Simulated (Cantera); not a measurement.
A closed system holds: 1 mol V, 1.1 mol N2, 0.34 mol N2O, held at 2475 K and 1.33 mbar.

These are equilibrium values from Cantera (NASA tables, ideal gas, pure condensed phases), not measurements of a reactor. Equilibrium is a limit: real reactors are often held back by kinetics, nucleation or transport.

| species | before | after |
|---|---|---|
| N2 | 0.590 | 0.989 |
| V | 0.279 | 0.00632 |
| VO | 0.123 | 0.00403 |
| O | 4.92e-5 | 9.49e-7 |
| VO2 | 0.00817 | 0.000388 |
| VN | 1.24e-5 | 3.15e-6 |
| V(l), mol | 0 | 0.651 |
| VO(l), mol | 0 | 0.333 |
Gas species are given as mole fractions.

Q: What was changed between the two runs?
(A) pressure from 1.33 mbar to 1.10 Pa
(B) temperature from 2475 K to 923.15 K
(C) pressure from 1.33 mbar to 0.100 bar
(D) temperature from 2475 K to 1898.15 K

A: C, pressure from 1.33 mbar to 0.100 bar. Each liquid is taken as pure. Mutual solubility and eutectic melting of coexisting phases are not modelled. VO: taken at fixed stoichiometry. Condensed phases not in the tables: V2N, N, O or C dissolved in the metal
